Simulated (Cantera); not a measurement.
## Fe + HCl + H₂ (chemical vapour transport)

Charge: 1 mol Fe, 0.15 mol HCl, a varied amount of H₂, at 998 K and 1 atm.

Method: chemical equilibrium by Gibbs-energy minimisation in Cantera with the NASA 1993 tables (ideal gas, pure condensed phases). Candidate condensed phases: Fe, FeCl₂, FeCl₃; 11 gas species. The numbers say what is thermodynamically allowed, not how fast it happens.

From 0.062 mol H₂ to 0.28 mol H₂ the condensed part is Fe(α) + FeCl₂(l). From 0.37 mol H₂ to 0.68 mol H₂ the condensed part is Fe(α). The main Fe-bearing gas is FeCl₂ throughout.

| n(H₂) (mol) | log p H₂ | log p HCl | log p FeCl₂ | log p Fe₂Cl₄ | n Fe(α) | n FeCl₂(l) |
|---|---|---|---|---|---|---|
| 0.062 | -0.15 | -0.55 | -1.71 | -2.35 | 0.948 | 0.0476 |
| 0.083 | -0.15 | -0.55 | -1.71 | -2.35 | 0.951 | 0.0434 |
| 0.11 | -0.15 | -0.55 | -1.71 | -2.35 | 0.956 | 0.0380 |
| 0.15 | -0.15 | -0.55 | -1.71 | -2.35 | 0.962 | 0.0301 |
| 0.2 | -0.15 | -0.55 | -1.71 | -2.35 | 0.971 | 0.0201 |
| 0.28 | -0.15 | -0.55 | -1.71 | -2.35 | 0.984 | 0.00409 |
| 0.37 | -0.13 | -0.60 | -1.83 | -2.58 | 0.990 | 0 |
| 0.5 | -0.10 | -0.68 | -2.01 | -2.95 | 0.992 | 0 |
| 0.68 | -0.08 | -0.77 | -2.22 | -3.38 | 0.994 | 0 |
log p: log10 of the partial pressure in bar; n: condensed amount in mol.
